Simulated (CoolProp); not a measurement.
Tetrahydrofuran at several states: fugacity coefficient from the reference equation and from simpler models built on Tc = 540.2 K, pc = 53.04 bar, ω = 0.234; each cubic takes its own stable root.

Computed with CoolProp (reference Helmholtz-energy equation of state, Fiedler 2023).

```json
[
 {"T (K)": "303.6", "p (bar)": "1.24", "phase": "liquid", "reference": "0.2189"},
 {"T (K)": "290.6", "p (bar)": "9.92", "phase": "liquid", "reference": "0.01591"},
 {"T (K)": "278.2", "p (bar)": "48.7", "phase": "liquid", "reference": "0.002021"}
]
```

Task: How far does each simpler model (van der Waals, Redlich-Kwong, Soave-Redlich-Kwong, Peng-Robinson) lie from the reference over these 3 states: mean and median of the absolute difference, and the worst?

Result: 
- van der Waals: mean 1298.0 %, median 1385.2 %, worst +2163.7 % at 278.2 K and 48.7 bar
- Redlich-Kwong: mean 103.8 %, median 103.0 %, worst +116.7 % at 278.2 K and 48.7 bar
- Soave-Redlich-Kwong: mean 3.1 %, median 3.2 %, worst -3.5 % at 290.6 K and 9.92 bar
- Peng-Robinson: mean 1.0 %, median 1.0 %, worst +1.5 % at 278.2 K and 48.7 bar

At some of these states van der Waals gives the other phase, because its saturation line lies elsewhere.
